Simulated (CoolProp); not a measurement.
Model: reference Helmholtz-energy equation of state, Rui 2013, in CoolProp.

**Question.** Give the vapour pressure (MPa), liquid density (kg/m³), enthalpy of vaporisation (kJ/kg), vapour Z of saturated R236EA at 296.4, 389.8 K.

**Answer.** 
```
T (K)  p (MPa)  liquid density (kg/m³)  enthalpy of vaporisation (kJ/kg)  vapour Z
-----  -------  ----------------------  --------------------------------  --------
296.4    0.194                    1430                               157     0.931
389.8     2.22                    1020                              82.1     0.601
```
